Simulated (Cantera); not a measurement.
Feed: 1 mol Si2Cl6, 5.4 mol N2, 28 mol H2, 1.7 mol NH3.

Method: chemical equilibrium by Gibbs-energy minimisation in Cantera with the NASA 1993 tables (ideal gas, pure condensed phases). Candidate condensed phases: NH4Cl, Si, Si3N4; 28 gas species. The feed counts by its element totals alone. The tables' values for SiCl3 are old estimates. Kinetics and transport are ignored.

Question: What condenses at these points (T in °C, P in Pa): (575, 1900); (1375, 98); (1375, 5); (775, 98); (1075, 36)?

Answer: 
```json
[
 {"T (°C)": "575", "P in Pa": "1900", "condensed phases": "Si3N4", "Si condensed (%)": "98.6"},
 {"T (°C)": "1375", "P in Pa": "98", "condensed phases": "Si", "Si condensed (%)": "32.0"},
 {"T (°C)": "1375", "P in Pa": "5", "condensed phases": "Si", "Si condensed (%)": "21.3"},
 {"T (°C)": "775", "P in Pa": "98", "condensed phases": "Si3N4", "Si condensed (%)": "99.8"},
 {"T (°C)": "1075", "P in Pa": "36", "condensed phases": "Si3N4", "Si condensed (%)": "84.1"}
]
```
